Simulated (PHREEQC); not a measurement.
Solution (20 °C): 0.13 mol HF, 0.00047 mol Ca(HCO3)2 and 0.00023 mol CaSO4 per kg of water. Closed to the air; pH follows from the charge balance.

The numbers come from PHREEQC with the ion-association model, phreeqc.dat.

### Question
The ionic strength comes out as 0.0138 mol/kgw. What activity coefficients do SO4-2, HF2-, H+, Ca+2, F- get?

### Answer
SO4-2 0.63, HF2- 0.89, H+ 0.90, Ca+2 0.64, F- 0.89.

No solid was allowed to form. Examples of supersaturated solids here: Fluorite. Others may be too.
